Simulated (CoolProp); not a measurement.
The fluid at 582.9 K and 0.63 MPa (stagnation) flows isentropically through a choked orifice. The same conditions are run with several fluids, on thermodynamics alone (safety and materials aside).

The numbers come from the reference Helmholtz-energy equation of state of each fluid (toluene: Lemmon 2006; n-heptane: Span 2003; carbon dioxide: Span 1996; n-octane: Beckmüller 2019; normal hydrogen: Leachman 2009) in CoolProp.

```tsv
fluid	throat to inlet pressure ratio	mass flux (kg/(m² s))	throat temperature (K)
toluene	0.603	1720	568.9
n-heptane	(withheld)	1790	573.2
carbon dioxide	0.559	(withheld)	(withheld)
n-octane	0.611	1920	574.1
normal hydrogen	(withheld)	278	486.3
```

### Question
Fill in the missing entries.

### Answer

- n-heptane, throat to inlet pressure ratio: 0.607
- carbon dioxide, mass flux (kg/(m² s)): 1240
- carbon dioxide, throat temperature (K): 524.7
- normal hydrogen, throat to inlet pressure ratio: 0.528
